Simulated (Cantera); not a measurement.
**MgO + C + H2 (carbothermic reduction)**

Input: 1 mol MgO, 0.32 mol C, 7.9 mol H2, held at 1873 K.

Equilibrium computed with Cantera from the NASA thermochemical tables; the gas is ideal and each condensed phase is pure. Candidate condensed phases: C, C6H6, C7H8, C8H18, H2O, Mg, MgCO3, MgO, Mg(OH)2; 116 gas species. The tables' values for MgH are old estimates; treat these amounts as uncertain. Rates play no part.

At 10.0 Pa nothing is condensed. From 68.0 Pa to 1.50 bar the condensed part is MgO(s). At 10.0 bar the condensed part is C(graphite) + MgO(s). The main Mg-bearing gas is Mg throughout. The share of Mg in condensed phases is highest at 10.0 bar (91.5 %) and lowest at 10.0 Pa (0.0 %).

```tsv
P (Pa)	log p H2	log p Mg	log p H2O	log p H	log p CO	log p CH4	log p CO2	log p MgH	n MgO(s)	n C(graphite)
10	-4.13	-4.98	-5.15	-5.26	-5.48	<-16	-7.11	-8.89	0	0
68	-3.25	-4.31	-4.60	-4.81	-4.62	<-15	-6.59	-7.77	0.346	0
460	-2.38	-3.67	-4.37	-4.38	-3.77	-13.46	-6.37	-6.71	0.599	0
3200	-1.53	-2.91	-4.29	-3.96	-2.92	-10.14	-6.29	-5.52	0.666	0
22000	-0.69	-2.08	-4.27	-3.54	-2.08	-6.80	-6.28	-4.28	0.678	0
150000	0.14	-1.26	-4.26	-3.12	-1.25	-3.48	-6.27	-3.03	0.682	0
1000000	0.99	-0.99	-3.68	-2.70	-0.97	-1.24	-6.26	-2.34	0.915	0.183
```
log p: log10 of the partial pressure in bar; n: condensed amount in mol.
